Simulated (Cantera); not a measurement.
**Equilibrium for carbon deposition, reforming and gasification: n-butane + O2 + H2**

A closed system holds: 1 mol n-butane, 0.013 mol O2, 0.42 mol H2, at 46.0 Pa.

These are equilibrium values from Cantera (NASA tables, ideal gas, pure condensed phases), not measurements of a reactor. Candidate condensed phases: C, C6H6, C7H8, C8H18, H2O; 110 gas species. Kinetics and transport are ignored.

```
T (°C)   x H2       x H     x CO  x C2H2 (acetylene)     x CH4  n C(graphite)
------  -----  --------  -------  ------------------  --------  -------------
550     0.995  3.41e-10  0.00475            3.32e-12  0.000425           3.97
750     0.995   1.93e-7  0.00477             2.09e-9   3.42e-5           3.97
950     0.995   1.40e-5  0.00477             1.56e-7   6.07e-6           3.97
1150    0.995  0.000309  0.00477             3.42e-6   1.73e-6           3.97
1350    0.992   0.00321  0.00477             3.46e-5   6.71e-7           3.97
1550    0.975    0.0199  0.00473            0.000206   3.12e-7           3.97
1750    0.910    0.0845  0.00457            0.000813   1.52e-7           3.96
1950    0.737     0.256  0.00416             0.00214   6.26e-8           3.95
2150    0.442     0.550  0.00346             0.00342   1.54e-8           3.91
```
x: gas mole fraction; n: condensed amount in mol.

From 550 °C to 2150 °C the condensed part is C(graphite). The main C-bearing gas is CO at 550 °C and C2H2 (acetylene) at 2150 °C.
